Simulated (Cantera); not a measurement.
Iron carbonyl, mercury and lead vapours: PbO + O₂ + N₂

Feed: 1 mol PbO, 0.079 mol O₂, 1.6 mol N₂, held at 61.0 Pa.

Method: chemical equilibrium by Gibbs-energy minimisation in Cantera with the NASA 1993 tables (ideal gas, pure condensed phases). Candidate condensed phases: Pb, PbO, PbO₂, Pb₃O₄; 12 gas species. Gases not in the tables: (PbO)n polymers. Kinetics and transport are ignored.

```
T (K)  log p N₂  log p PbO  log p Pb  log p O₂  log p NO  log p O  log p Pb₂  log p NO₂  n PbO(yellow)  n PbO(l)
-----  --------  ---------  --------  --------  --------  -------  ---------  ---------  -------------  --------
1023      -3.24      -6.19     -8.27     -4.54     -7.90   -11.78       <-15     -11.16          0.998         0
1073      -3.24      -5.54     -7.32     -4.54     -7.68   -11.18       <-15     -11.09          0.992         0
1123      -3.24      -4.94     -6.45     -4.55     -7.49   -10.63     -13.95     -11.02          0.967         0
1173      -3.27      -4.41     -5.67     -4.56     -7.32   -10.13     -12.51     -10.97              0     0.880
1223      -3.33      -3.96     -4.99     -4.55     -7.19    -9.67     -11.27     -10.94              0     0.590
1273      -3.45      -3.71     -4.55     -4.50     -7.06    -9.22     -10.49     -10.89              0         0
1323      -3.45      -3.74     -4.42     -4.44     -6.89    -8.79     -10.31     -10.78              0         0
1373      -3.46      -3.77     -4.30     -4.37     -6.73    -8.40     -10.17     -10.67              0         0
1423      -3.46      -3.82     -4.20     -4.32     -6.58    -8.03     -10.06     -10.56              0         0
1473      -3.47      -3.86     -4.12     -4.26     -6.44    -7.68      -9.96     -10.47              0         0
1523      -3.47      -3.92     -4.05     -4.21     -6.32    -7.37      -9.90     -10.38              0         0
1573      -3.48      -3.97     -3.99     -4.17     -6.20    -7.07      -9.85     -10.31              0         0
```
log p: log10 of the partial pressure in bar; n: condensed amount in mol.

From 1023 K to 1123 K the condensed part is PbO(yellow). From 1173 K to 1223 K the condensed part is PbO(l). From 1273 K to 1573 K nothing is condensed.
